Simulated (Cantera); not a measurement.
Gas mixture: NH₃ : H₂ : CH₃OH : C₂H₂ = 0.14 : 0.89 : 0.42 : 0.72 (molar parts), at 158 Torr, frozen composition.

Cantera's kinetic-theory transport with the Lennard-Jones parameters of GRI-Mech 3.0, ideal gas; thermal conductivity in the multicomponent form. Polar gases are described roughly by these parameters. The composition is frozen, though it would react at the higher temperatures.

One state of this run: ρ (kg/m³) = 0.0847; cp (J/kg/K) = 2648; μ (µPa s) = 17.0; λ (mW/m/K) = 94.6; Pr = 0.475; D (cm²/s) H = 14.9; D (cm²/s) CH₃ = 3.15; D (cm²/s) H₂O = 3.28. D: mixture-averaged diffusion coefficient of that species in the mixture.

Task: Which value of T (K) does it belong to?
(A) 900
(B) 700
(C) 500
(D) 600

Result: C, 500
